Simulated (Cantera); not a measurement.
An isothermal, constant-pressure homogeneous reactor starts with CH4 : H2 : H2O = 1 : 1 : 0.018 (molar parts), at 1775 K and 0.728 Torr.

Detailed kinetics in Cantera: GRI-Mech 3.0 (53 species, 325 reactions). GRI-Mech 3.0 stops at C3 and has no aromatics, soot or wall deposition, so with more carbon than oxygen in the feed, carbon stays in small species such as C2H2 where larger ones or solid carbon would form. Radical loss at walls, strong at low pressure, is not modelled.

Task: Predict: x(CH4) at 2.00 s; x(H2) at 2.00 s; x(C2H4) at 2.00 s; x(C2H) at 2.00 s; x(CH3) at 2.00 s; x(C2H2) at 2.00 s; x(H) at 2.00 s.

Result: 
```
Property                                             Result
-----------------  ----------------------------------------
x(CH4) at 2.00 s     0.0346 (gas-phase equilibrium 2.03e-5)
x(H2) at 2.00 s         0.802 (gas-phase equilibrium 0.825)
x(C2H4) at 2.00 s  0.000229 (gas-phase equilibrium 3.56e-6)
x(C2H) at 2.00 s    3.11e-6 (gas-phase equilibrium 1.30e-5)
x(CH3) at 2.00 s    0.00180 (gas-phase equilibrium 4.22e-6)
x(C2H2) at 2.00 s       0.153 (gas-phase equilibrium 0.161)
x(H) at 2.00 s      0.00208 (gas-phase equilibrium 0.00850)
```
